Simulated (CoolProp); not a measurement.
Vapour-liquid equilibrium of R113 (1) + benzene (2) at 333.3 K; x and y are mole fractions of (1).

Model: multi-fluid Helmholtz-energy mixture model, Marx 1992 and Thol 2012; pair parameters Bell 2016, in CoolProp.

| x | bubble pressure, mixture model (MPa) | bubble pressure, Raoult's law (MPa) | y, mixture model | y, Raoult's law |
|---|---|---|---|---|
| 0.05 | 0.06322 | 0.05745 | 0.205 | 0.131 |
| 0.125 | 0.07630 | 0.06482 | 0.384 | 0.291 |
| 0.2 | 0.08681 | 0.07220 | 0.494 | 0.418 |
| 0.275 | 0.09555 | 0.07958 | 0.571 | 0.521 |
| 0.35 | 0.1031 | 0.08695 | 0.631 | 0.607 |
| 0.425 | 0.1097 | 0.09433 | (withheld) | 0.680 |
| 0.5 | 0.1158 | 0.1017 | 0.726 | 0.742 |
| 0.575 | (withheld) | 0.1091 | 0.767 | 0.795 |
| 0.65 | 0.1270 | 0.1165 | 0.807 | 0.842 |
| 0.725 | 0.1323 | 0.1238 | 0.847 | 0.883 |
| 0.8 | 0.1375 | 0.1312 | 0.887 | 0.920 |
| 0.875 | 0.1426 | 0.1386 | 0.928 | 0.953 |
| 0.95 | 0.1476 | 0.1460 | (withheld) | 0.982 |

Task: Complete the blanks.

Result: 
- 0.425, y, mixture model: 0.681
- 0.575, bubble pressure, mixture model (MPa): 0.1216
- 0.95, y, mixture model: 0.971

The largest gap from Raoult's law is +20.2 % in bubble pressure, at x = 0.2. No azeotrope shows between x = 0.05 and 0.95.

The pair parameters rest on a limited set of measurements; away from them the model extrapolates.
